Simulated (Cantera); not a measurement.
# Catalytic combustion on Pt

An isothermal plug-flow reactor at 625 K and 0.590 bar (inlet), inlet velocity 0.071 m/s, active area per volume 100 1/m; feed 0.454 % H2, 2.95 % O2, 89.6 % N2, 7.03 % H2O.

Model: Deutschmann's 1995 Pt surface mechanism with GRI-Mech 3.0 gas chemistry, integrated in Cantera. Catalytic surfaces can have several steady states; this one follows from the mechanism file's or the stated starting coverage. Mass transfer to the wall is taken as infinitely fast.

| z (m) | x H2 | x O2 | x H2O | θ free Pt | θ O* | θ OH* |
|---|---|---|---|---|---|---|
| 0.00022 | 0.00129 | 0.0279 | 0.0737 | 0.0779 | 0.903 | 0.0192 |
| 0.00037 | 0.000861 | 0.0277 | 0.0741 | 0.0524 | 0.932 | 0.0160 |
| 0.00062 | 0.000552 | 0.0275 | 0.0744 | 0.0339 | 0.953 | 0.0130 |
| 0.001 | 0.000355 | 0.0274 | 0.0746 | 0.0222 | 0.967 | 0.0106 |
| 0.0017 | 0.000212 | 0.0274 | 0.0748 | 0.0138 | 0.978 | 0.00845 |
| 0.0029 | 0.000122 | 0.0273 | 0.0749 | 0.00887 | 0.984 | 0.00679 |
| 0.0048 | 6.73e-5 | 0.0273 | 0.0749 | 0.00623 | 0.988 | 0.00571 |
| 0.008 | 3.23e-5 | 0.0273 | 0.0750 | 0.00479 | 0.990 | 0.00501 |
| 0.013 | 1.27e-5 | 0.0273 | 0.0750 | 0.00410 | 0.991 | 0.00464 |
| 0.022 | 2.85e-6 | 0.0273 | 0.0750 | 0.00379 | 0.992 | 0.00446 |
x: gas mole fraction; θ: surface coverage.
